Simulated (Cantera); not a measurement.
Charge: 1 mol C₃H₈, 0.046 mol NH₃, 17 mol H₂, held at 0.210 Torr.

Method: chemical equilibrium by Gibbs-energy minimisation in Cantera with the NASA 1993 tables (ideal gas, pure condensed phases). Candidate condensed phases: C, C₆H₆, C₇H₈, C₈H₁₈; 92 gas species. Kinetics and transport are ignored.

Over these rows the condensed part is C(graphite). Partial pressures as log10 of bar:

| T (K) | 1000/T (1/K) | log p C₂H₂ (acetylene) | log p H₂ |
|---|---|---|---|
| 1500 | 0.6667 | -8.60 | -3.55 |
| 1600 | 0.6250 | ? | -3.55 |
| 1700 | 0.5882 | -7.69 | -3.56 |
| 1800 | 0.5556 | -7.32 | -3.56 |
| 1900 | 0.5263 | -6.99 | -3.57 |
| 2000 | 0.5000 | -6.71 | -3.60 |

Problem. Fit log p(C₂H₂ (acetylene)) = a + b·(1000/T) to the five rows, give the apparent enthalpy, and predict the row at 1600 K.

Solution. Means: 1000/T = 0.5674, log p = -7.462. Sxy = -0.189505, Sxx = 0.0166643, so b = -11.37 and a = -7.462 − (-11.37)×0.5674 = -1.01.
Apparent enthalpy: −19.145 × (-11.37) = 218 kJ/mol. With the condensed phases at unit activity, 2 C(graphite) + H₂(g) = C₂H₂ (acetylene)(g) links this pressure to the main gases: over the six rows their terms move log p by -0.05 in all, so the slope is close to that reaction's ΔH°. The five rows lie within 0.02 of the line.
Prediction at 1600 K: -1.01 + (-11.37)×0.6250 = -8.12. The computed value is -8.12, 0.00 from the line.
